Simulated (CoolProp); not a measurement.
The fluoroketone C6F12O (FK-5-1-12) along the isotherm 484.8 K: density (kg/m³) from the reference equation and from simpler models built on Tc = 441.8 K, pc = 1.869 MPa, ω = 0.471; each cubic takes its own stable root.

Values from CoolProp's reference Helmholtz-energy equation of state, McLinden 2015.

| p (MPa) | phase | reference | ideal gas | Soave-Redlich-Kwong | Peng-Robinson |
|---|---|---|---|---|---|
| 0.0591 | gas | 4.670 | 4.634 | 4.669 | 4.674 |
| 0.0892 | gas | 7.078 | 6.994 | 7.074 | 7.086 |
| 0.135 | gas | 10.78 | 10.58 | 10.77 | 10.80 |
| 0.203 | gas | 16.36 | 15.92 | 16.34 | 16.41 |
| 0.306 | gas | 25.02 | 23.99 | 24.98 | 25.13 |
| 0.462 | gas | 38.64 | 36.22 | 38.55 | 38.89 |
| 0.697 | gas | 60.42 | 54.65 | 60.21 | 61.03 |
| 1.05 | gas | 96.58 | 82.33 | 96.00 | 98.04 |
| 1.59 | gas | 162.9 | 124.7 | 160.7 | 166.1 |
| 2.39 | supercritical | 303.3 | 187.4 | 291.7 | 306.7 |
| 3.61 | supercritical | 651.3 | 283.0 | 562.4 | 602.5 |
| 5.44 | supercritical | 897.3 | 426.5 | 785.7 | 857.0 |
| 8.21 | supercritical | 1033 | 643.7 | 942.6 | 1037 |
| 12.4 | supercritical | 1136 | 972.2 | 1074 | 1186 |
| 18.7 | supercritical | 1226 | 1466 | 1192 | 1319 |
